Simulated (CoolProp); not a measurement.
The numbers come from the reference Helmholtz-energy equation of state, Lemmon 2006 in CoolProp. It is a short technical equation, of lower accuracy than the large ones.

Q: Give the vapour pressure (bar), liquid density (kg/m³), vapour density (kg/m³), enthalpy of vaporisation (kJ/kg) of saturated nitrous oxide at 254.3, 297 K.

A: 
```csv
T (K),p (bar),liquid density (kg/m³),vapour density (kg/m³),enthalpy of vaporisation (kJ/kg)
254.3,18.6,993,48.4,274
297,55.1,753,181,153
```
